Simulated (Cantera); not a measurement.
What does this Cantera script print?

```python
import numpy as np
import cantera as ct

gas = ct.Solution("gri30.yaml")
gas.TPX = 1400, 30000, {'CH4': 1, 'CO2': 0.45, 'H2': 0.23}
reactor = ct.IdealGasConstPressureReactor(gas, energy="off", clone=False)
net = ct.ReactorNet([reactor])
net.rtol, net.atol = 1e-08, 1e-18
show = ['CH4', 'CO2', 'H2', 'H2O', 'H', 'CH2O']
times = np.geomspace(0.0005, 200, 10)

steps = ct.SolutionArray(gas, extra=["t"])
rows = []
print(f"{'t/s':>10s}{'T/K':>9s}{'P/Pa':>11s}" + "".join(f"{s:>11s}" for s in show))
for t in times:
    while net.time < t:
        t_next = net.step()
        steps.append(gas.state, t=t_next)
    rows.append([np.interp(t, steps.t, y) for y in (steps.T, steps.P, *steps(*show).X.T)])
    print(f"{t:10.3e}{rows[-1][0]:9.1f}{rows[-1][1]:11.4g}" + "".join(f"{x:11.3e}" for x in rows[-1][2:]))
rate = np.gradient(steps.T, steps.t)
print("integrator steps:", len(steps.t))
if steps.T.max() > steps.T[0] + 200:
    print(f"time of steepest temperature rise: {steps.t[rate.argmax()]:.4e} s")
gas.TPX = 1400, 30000, {'CH4': 1, 'CO2': 0.45, 'H2': 0.23}
gas.equilibrate("TP")
print(f"equilibrium (TP): T = {gas.T:.1f} K  " + "  ".join(f"{s} {gas[s].X[0]:.3e}" for s in show))
```

It prints:

```
       t/s      T/K       P/Pa        CH4        CO2         H2        H2O          H       CH2O
 5.000e-04   1400.0      3e+04  5.952e-01  2.679e-01  1.369e-01  4.160e-07  1.578e-07  2.966e-10
 2.096e-03   1400.0      3e+04  5.952e-01  2.678e-01  1.369e-01  5.890e-06  4.711e-07  1.405e-08
 8.788e-03   1400.0      3e+04  5.949e-01  2.678e-01  1.370e-01  4.670e-05  6.744e-07  1.521e-07
 3.684e-02   1400.0      3e+04  5.938e-01  2.675e-01  1.375e-01  2.825e-04  9.453e-07  5.283e-07
 1.544e-01   1400.0      3e+04  5.878e-01  2.655e-01  1.407e-01  1.535e-03  1.104e-06  6.613e-07
 6.475e-01   1400.0      3e+04  5.606e-01  2.556e-01  1.577e-01  7.114e-03  1.233e-06  6.004e-07
 2.714e+00   1400.0      3e+04  4.665e-01  2.145e-01  2.128e-01  3.230e-02  1.663e-06  4.248e-07
 1.138e+01   1400.0      3e+04  2.597e-01  9.584e-02  3.058e-01  1.145e-01  2.747e-06  1.871e-07
 4.771e+01   1400.0      3e+04  9.702e-02  2.616e-02  4.245e-01  1.295e-01  5.471e-06  5.884e-08
 2.000e+02   1400.0      3e+04  8.648e-02  1.492e-02  4.902e-01  6.444e-02  6.184e-06  3.328e-08
integrator steps: 1157
equilibrium (TP): T = 1400.0 K  CH4 7.523e-02  CO2 2.592e-07  H2 5.561e-01  H2O 1.005e-06  H 6.667e-06  CH2O 2.349e-08
```

Computed with Cantera and GRI-Mech 3.0 (53 species, 325 reactions). GRI-Mech 3.0 stops at C3 and has no aromatics, soot or wall deposition, so with more carbon than oxygen in the feed, carbon stays in small species such as C2H2 where larger ones or solid carbon would form.
